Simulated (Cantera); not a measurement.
An isothermal, constant-pressure homogeneous reactor starts with CH4 : H2O : H2 = 0.59 : 0.6 : 0.8 (molar parts), at 1750 K and 10.0 bar.

Computed with Cantera and GRI-Mech 3.0 (53 species, 325 reactions).

x: mole fraction; the columns are a selection and need not sum to one.

```tsv
t (s)	x CH4	x H2O	x H2	x HCO	x CO
1.00e-5	0.295	0.301	0.403	5.89e-10	4.21e-7
8.60e-5	0.287	0.300	0.408	___	4.51e-5
0.000740	0.234	0.288	0.453	___	0.000546
0.00637	0.113	0.253	0.559	___	0.00620
0.0548	0.0878	0.191	0.621	___	0.0453
0.471	0.0545	0.0813	0.720	___	0.126
4.05	0.0180	0.0223	0.786	7.69e-8	0.172
34.9	0.00293	0.00580	0.807	8.34e-8	0.184
300	0.000797	0.00373	0.810	8.43e-8	0.185
```

Problem. Some entries are withheld; supply them.

Solution. 
- 8.60e-5, x HCO: 3.37e-9
- 0.000740, x HCO: 2.88e-9
- 0.00637, x HCO: 3.65e-9
- 0.0548, x HCO: 1.89e-8
- 0.471, x HCO: 5.44e-8
